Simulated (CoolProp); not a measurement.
The fluid at 298.15 K and 1.18 MPa flows at 0.6 m/s in a round tube of 50 mm bore and 1.5 µm roughness, fully developed (64/Re and Nu = 3.66 if laminar; Colebrook and Gnielinski if turbulent). The same conditions are run with several fluids, on thermodynamics alone (safety and materials aside).

Computed with CoolProp (reference Helmholtz-energy equation of state of each fluid (R236FA: Pan 2012; n-nonane: Lemmon 2006; c-C4F8 (RC318): Platzer 1990; benzene: Thol 2012; n-decane: Lemmon 2006)). The equations of Platzer and Polt are older, rougher fits.

```tsv
fluid	Reynolds number	Darcy friction factor	pressure drop (Pa/m)	heat-transfer coefficient (W/(m² K))	mass flow (kg/h)
R236FA	141000	0.0170	83.3	1010	5790
n-nonane	32400	0.0231	59.6	700	3030
c-C4F8 (RC318)	122000	0.0175	94.5	895	6380
benzene	43200	0.0217	68.3	842	3710
n-decane	25400	0.0245	64.2	629	3090
```

Transport values come from each fluid's own correlations; those of R236FA, c-C4F8 (RC318) are estimates that may be off by 10 % or more.
